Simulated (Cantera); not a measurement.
Input: 1 mol B2H6, 3.1 mol H2O, 1.5 mol N2, equilibrated at 852 °C and 0.00190 bar.

Cantera equilibrium calculation (NASA polynomials, part measured and part estimated; ideal gas, pure solids and liquids). Candidate condensed phases: B, BN, B2O3, B3O3H3, H2O; 39 gas species. The feed counts by its element totals alone. The numbers say what is thermodynamically allowed, not how fast it happens.

Base state: H2 0.789, N2 0.197, H2O 0.0128, HBO2 0.000688 (mole fractions); condensed: B2O3(l).

### Question
What changes in the equilibrium state with this change: temperature from 852 °C to 1027 °C?

### Answer
```
species         before    after
------------  --------  -------
H2               0.789    0.787
N2               0.197    0.197
H2O             0.0128  0.00967
HBO2          0.000688  0.00695
B2O3           3.51e-7  9.80e-5
HBO            1.03e-6  7.34e-5
H              9.06e-7  2.25e-5
B2O3(l), mol     0.997    0.972
```

### Question
What changes in the equilibrium state with this change: B2H6 replaced by B2O3?

### Answer
```tsv
species	before	after
H2O	0.0128	0.669
N2	0.197	0.325
HBO2	0.000688	0.00497
H2	0.789	1.43e-5
(HBO2)3	9.93e-7	0.000375
B2O3(l), mol	0.997	0.986
```
Gases not in the tables: H3BO3.
